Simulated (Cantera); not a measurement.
What does this Cantera script print?

```python
import numpy as np
import cantera as ct

gas_names = """
    H HO2 H2 H2O H2O2 O OH O2 O3 P PH PH3 PO PO2 P2 P4 P4O10
""".split()
cond_names = """
    H2O(s) H2O(L) P(cr) P(L) P4O10(s)
""".split()


# ... load() reads the species with a 1 bar reference pressure and builds the phases ...
atoms = {
    'PH3': {'P': 1, 'H': 3},
    'H2': {'H': 2},
    'O2': {'O': 2},
}
top_T = {'P4O10(s)': 690}  # K; cautious upper limits of use, not melting points


# ... equilibrate(T, P, feed) seeds the gas with the atoms and calls Mixture.equilibrate('TP', solver="vcs", rtol=1e-11, max_steps=5000) ...
results = []
feed = {'PH3': 1, 'H2': 0.066, 'O2': 0.3}  # mol
T = 1823.15  # K
P = 1333.22  # Pa
mix = equilibrate(T, P, feed)
results.append((T, P, feed, dict(zip(mix.species_names, mix.species_moles))))
x = sorted(zip(gas.X, gas.species_names), reverse=True)
print(f"T = {T:g} K  P = {P:g} Pa  gas = {mix.phase_moles(0):.4g} mol")
print("   x: " + "  ".join(f"{s} {v:.3e}" for v, s in x if v > 0.001))
print("   condensed (mol): " + ("  ".join(f"{mix.phase(i).name} {mix.phase_moles(i):.4g}"
      for i in range(1, mix.n_phases) if mix.phase_moles(i) > 1e-12) or "none"))
```

Output:

```
T = 1823.15 K  P = 1333.22 Pa  gas = 2.229 mol
   x: H2 6.057e-01  P2 1.523e-01  PO 1.129e-01  H2O 9.521e-02  PO2 3.048e-02  H 2.924e-03
   condensed (mol): none
```

These are equilibrium values from Cantera (NASA tables, ideal gas, pure condensed phases), not measurements of a reactor. Gases not in the tables: HPO2, HPO3 and P4O6.
